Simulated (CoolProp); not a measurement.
Saturated liquid density (kg/m³) of CH3F (R41): the reference equation beside estimates from Tc = 44.1 °C, pc = 5906 kPa, ω = 0.200. Rackett uses Z = 0.29056 − 0.08775 ω.

Model: reference Helmholtz-energy equation of state, Lemmon 2006, in CoolProp. It is a short technical equation, of lower accuracy than the large ones.

| T (°C) | reference | Rackett | van der Waals | Redlich-Kwong | Soave-Redlich-Kwong | Peng-Robinson |
|---|---|---|---|---|---|---|
| -58.45 | 838.0 | 714.8 | 443.6 | 645.8 | 664.1 | 751.5 |
| -51.85 | 822.8 | 702.3 | 435.9 | 632.2 | 651.2 | 737.4 |
| -45.25 | 807.2 | 689.3 | 427.8 | 618.0 | 637.6 | 722.4 |
| -38.65 | 790.9 | 676.0 | 419.5 | 603.1 | 623.2 | 706.5 |
| -32.05 | 774.1 | 662.1 | 410.8 | 587.4 | 608.0 | 689.5 |
| -25.45 | 756.4 | 647.6 | 401.6 | 571.0 | 591.8 | 671.4 |
| -18.85 | 737.9 | 632.5 | 392.0 | 553.6 | 574.6 | 652.0 |
| -12.25 | 718.4 | 616.6 | 381.8 | 535.2 | 556.1 | 631.2 |
| -5.65 | 697.7 | 599.8 | 370.9 | 515.7 | 536.3 | 608.6 |
| 0.95 | 675.5 | 581.8 | 359.3 | 494.8 | 514.9 | 584.0 |
| 7.55 | 651.4 | 562.3 | 346.7 | 472.2 | 491.5 | 557.0 |
| 14.15 | 625.1 | 541.0 | 332.9 | 447.5 | 465.7 | 527.0 |
| 20.75 | 595.4 | 517.0 | 317.5 | 420.2 | 436.7 | 493.2 |
| 27.35 | 560.9 | 488.9 | 299.7 | 388.9 | 403.3 | 453.9 |

Absolute difference from the reference over all 14 rows, mean and median: Rackett 14.1 and 14.2 %, van der Waals 46.9 and 46.9 %, Redlich-Kwong 25.8 and 25.2 %, Soave-Redlich-Kwong 23.1 and 22.4 %, Peng-Robinson 12.9 and 11.9 %.
